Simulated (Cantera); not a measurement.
# Equilibrium for boron, boron nitride and boron oxide: borazine + H2O + N2

Input: 1 mol borazine, 0.46 mol H2O, 0.22 mol N2, equilibrated at 10000 Pa.

Method: chemical equilibrium by Gibbs-energy minimisation in Cantera with the NASA 1993 tables (ideal gas, pure condensed phases). Candidate condensed phases: B, BN, B2O3, B3O3H3, H2O; 39 gas species. The feed counts by its element totals alone. Mutual solubility and eutectic melting of coexisting phases are not modelled. The tables' values for BH2 are old estimates; treat these amounts as uncertain. Gases not in the tables: H3BO3, B2H6 and higher boranes. The numbers say what is thermodynamically allowed, not how fast it happens.

From 552 °C to 1452 °C the condensed part is BN(s) + B2O3(l). From 1602 °C to 2052 °C the condensed part is BN(s).

```
T (°C)   x H2    x N2     x HBO       x H      x BO    x HBO2    x B2O2    x B2O3  n BN(s)  n B2O3(l)
------  -----  ------  --------  --------  --------  --------  --------  --------  -------  ---------
552     0.901  0.0968  4.74e-12  2.38e-11    <1e-12   4.10e-8    <1e-12    <1e-12     2.70      0.151
702     0.901  0.0968   3.54e-9   3.43e-9    <1e-12   2.10e-6    <1e-12  9.80e-12     2.70      0.151
852     0.901  0.0968   4.34e-7   1.33e-7  3.31e-12   3.52e-5  6.13e-12   6.67e-9     2.70      0.151
1002    0.901  0.0968   1.67e-5   2.21e-6   1.55e-9  0.000291   4.74e-9   9.19e-7     2.70      0.150
1152    0.900  0.0967  0.000291   2.05e-5   1.93e-7   0.00149   8.70e-7   4.29e-5     2.70      0.147
1302    0.893  0.0961   0.00289  0.000124   9.43e-6   0.00545   5.75e-5  0.000932     2.70      0.130
1452    0.856  0.0951    0.0187  0.000543  0.000230    0.0153   0.00179    0.0115     2.69     0.0360
1602    0.824   0.100    0.0435   0.00188   0.00163   0.00895   0.00764    0.0114     2.63          0
1752    0.801   0.105    0.0624   0.00545   0.00601   0.00277    0.0127   0.00387     2.57          0
1902    0.784   0.107    0.0670    0.0137    0.0145  0.000619    0.0123  0.000735     2.54          0
2052    0.763   0.106    0.0616    0.0304    0.0270  0.000125   0.00893  0.000113     2.53          0
```
x: gas mole fraction; n: condensed amount in mol.
